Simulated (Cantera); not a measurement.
**Fluorocarbon and chlorocarbon gases: CF₄ + CH₄ + H₂**

Feed: 1 mol CF₄, 0.81 mol CH₄, 14 mol H₂, at 1.00 bar.

These are equilibrium values from Cantera (NASA tables, ideal gas, pure condensed phases), not measurements of a reactor. Candidate condensed phases: C, C₆H₆, C₇H₈, C₈H₁₈; 95 gas species. Equilibrium is a limit: real reactors are often held back by kinetics, nucleation or transport.

```
T (°C)   x H₂   x HF     x H  x C₂H₂ (acetylene)     x C₂H    x C₄H₂  n C(graphite)
------  -----  -----  ------  ------------------  --------  --------  -------------
2175    0.751  0.225  0.0173             0.00649   9.57e-6   2.32e-5           1.57
2225    0.746  0.225  0.0215             0.00800   1.65e-5   3.54e-5           1.52
2275    0.739  0.224  0.0266             0.00975   2.78e-5   5.32e-5           1.45
2325    0.732  0.223  0.0326              0.0118   4.60e-5   7.85e-5           1.38
2375    0.723  0.222  0.0396              0.0141   7.43e-5  0.000114           1.29
2425    0.714  0.222  0.0476              0.0167  0.000118  0.000162           1.19
2475    0.702  0.220  0.0569              0.0196  0.000184  0.000228           1.07
2525    0.690  0.219  0.0675              0.0228  0.000281  0.000315          0.936
2575    0.675  0.218  0.0794              0.0264  0.000423  0.000429          0.785
2625    0.659  0.216  0.0927              0.0302  0.000627  0.000576          0.614
2675    0.641  0.214   0.107              0.0342  0.000913  0.000761          0.422
2725    0.622  0.212   0.124              0.0385   0.00131  0.000993          0.206
```
x: gas mole fraction; n: condensed amount in mol.

From 2175 °C to 2725 °C the condensed part is C(graphite). The main C-bearing gas is C₂H₂ (acetylene) throughout. The share of C in condensed phases is highest at 2175 °C (87.0 %) and lowest at 2725 °C (11.4 %).
